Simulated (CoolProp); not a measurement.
Vapour-liquid equilibrium of R13 (1) + R11 (2) at 0.0228 MPa; x and y are mole fractions of (1).

The numbers come from the multi-fluid Helmholtz-energy mixture model, Platzer 1990 and Jacobsen 1992; pair parameters Bell 2016 in CoolProp. This equation is an older, rougher fit; its heat capacities, sound speeds and derivatives of the liquid may be far off and weren't checked against measurements.

| x | bubble temperature, mixture model (°C) | bubble temperature, Raoult's law (°C) | y, mixture model | y, Raoult's law |
|---|---|---|---|---|
| 0.05 | -65.5 | -50.7 | 0.965 | 0.895 |
| 0.2 | -90.5 | -79.3 | 0.997 | 0.991 |
| 0.35 | -96.9 | -89.3 | 0.999 | 0.997 |
| 0.5 | -99.8 | -95.2 | 0.999 | 0.999 |
| 0.65 | -101.5 | -99.2 | 0.999 | 1.000 |
| 0.8 | -103.0 | -102.2 | 1.000 | 1.000 |
| 0.95 | -104.7 | -104.7 | 1.000 | 1.000 |

The largest gap from Raoult's law is -14.8 K in bubble temperature, at x = 0.05. No azeotrope shows between x = 0.05 and 0.95.

The pair parameters rest on a limited set of measurements; away from them the model extrapolates. With so large a gap from Raoult's law the liquid may split in two, which this calculation doesn't test in full.
